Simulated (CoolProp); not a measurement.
Saturation properties of C3F8 (R218) (Tc = 71.9 °C, pc = 2.640 MPa, ω = 0.317).

Computed with CoolProp (reference Helmholtz-energy equation of state, Lemmon 2006). It is a short technical equation, of lower accuracy than the large ones.

```
T (°C)     p (MPa)  vapour density (kg/m³)  liquid cp (kJ/(kg K))  liquid conductivity (mW/(m K))
-------  ---------  ----------------------  ---------------------  ------------------------------
-107.65  0.0007348                  0.1006                 0.8418                            79.1
-105.35  0.0009338                  0.1261                 0.8455                            78.7
-103.05   0.001178                  0.1569                 0.8492                            78.2
-100.75   0.001474                  0.1939                 0.8530                            77.7
-98.45    0.001832                  0.2380                 0.8568                            77.3
-96.15    0.002262                  0.2902                 0.8606                            76.8
-93.85    0.002775                  0.3516                 0.8645                            76.3
-91.55    0.003384                  0.4236                 0.8684                            75.8
-89.25    0.004101                  0.5073                 0.8724                            75.2
-86.95    0.004943                  0.6043                 0.8763                            74.7
-84.65    0.005924                  0.7162                 0.8804                            74.2
-82.35    0.007064                  0.8445                 0.8845                            73.7
-80.05    0.008380                  0.9911                 0.8886                            73.1
-77.75    0.009895                   1.158                 0.8927                            72.6
```

It boils at -36.8 °C under 1 atm.

Thermal conductivity comes from a separate model (Huber 2003), an estimate that may be off by 10 % or more.
